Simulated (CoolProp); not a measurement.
Properties of cis-2-butene along the isobar 6.17 MPa (Tc = 435.8 K, pc = 4.236 MPa, ω = 0.202).

Values from CoolProp's reference Helmholtz-energy equation of state, Lemmon 2005. It is a short technical equation, of lower accuracy than the large ones.

| T (K) | phase | Z | cv (kJ/(kg K)) |
|---|---|---|---|
| 254.5 | liquid | 0.2440 | 1.412 |
| 260.4 | liquid | [?] | 1.424 |
| 266.3 | liquid | 0.2375 | [?] |
| 272.2 | liquid | 0.2345 | 1.450 |
| 278.1 | liquid | 0.2318 | [?] |
| 284 | liquid | 0.2292 | [?] |
| 289.9 | liquid | 0.2268 | 1.494 |
| 295.8 | liquid | 0.2246 | 1.510 |
| 301.7 | liquid | [?] | [?] |
| 307.6 | liquid | [?] | 1.543 |
| 313.5 | liquid | 0.2189 | 1.560 |
| 319.4 | liquid | 0.2173 | 1.578 |
| 325.3 | liquid | 0.2159 | 1.596 |
| 331.2 | liquid | 0.2146 | 1.614 |

**Question.** What belongs in the gaps?

**Answer.** 
- 260.4, Z: 0.2406
- 266.3, cv (kJ/(kg K)): 1.437
- 278.1, cv (kJ/(kg K)): 1.465
- 284, cv (kJ/(kg K)): 1.479
- 301.7, Z: 0.2225
- 301.7, cv (kJ/(kg K)): 1.526
- 307.6, Z: 0.2206
